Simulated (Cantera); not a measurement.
Charge: 1 mol SiC, 0.015 mol H2O, 850 mol N2, at 1.50 Pa.

These are equilibrium values from Cantera (NASA tables, ideal gas, pure condensed phases), not measurements of a reactor. Candidate condensed phases: C, C6H6, C7H8, C8H18, H2O, Si, SiC, SiO2, Si2N2O, Si3N4; 151 gas species. N2 is the only nitrogen source here; it is nearly inert below about 1500 K, so the nitride shown seldom forms there in practice. Mutual solubility and eutectic melting of coexisting phases are not modelled. Kinetics and transport are ignored.

**Question.** Which condensed phases are stable at each of these points (T (K)): 1225, 1325, 1425, 1525, 1625, 1725, 1825, 1925?

**Answer.** 
```json
[
 {"T (K)": "1225", "condensed phases": "SiC(s) + Si3N4(s)", "Si condensed (%)": "99.9"},
 {"T (K)": "1325", "condensed phases": "SiC(s)", "Si condensed (%)": "99.2"},
 {"T (K)": "1425", "condensed phases": "SiC(s)", "Si condensed (%)": "98.9"},
 {"T (K)": "1525", "condensed phases": "SiC(s)", "Si condensed (%)": "98.3"},
 {"T (K)": "1625", "condensed phases": "C(graphite) + SiC(s)", "Si condensed (%)": "89.3"},
 {"T (K)": "1725", "condensed phases": "C(graphite) + SiC(s)", "Si condensed (%)": "0.5"},
 {"T (K)": "1825", "condensed phases": "C(graphite)", "Si condensed (%)": "0.0"},
 {"T (K)": "1925", "condensed phases": "C(graphite)", "Si condensed (%)": "0.0"}
]
```

At 1225 K the condensed part is SiC(s) + Si3N4(s). From 1325 K to 1525 K the condensed part is SiC(s). From 1625 K to 1725 K the condensed part is C(graphite) + SiC(s). From 1825 K to 1925 K the condensed part is C(graphite).
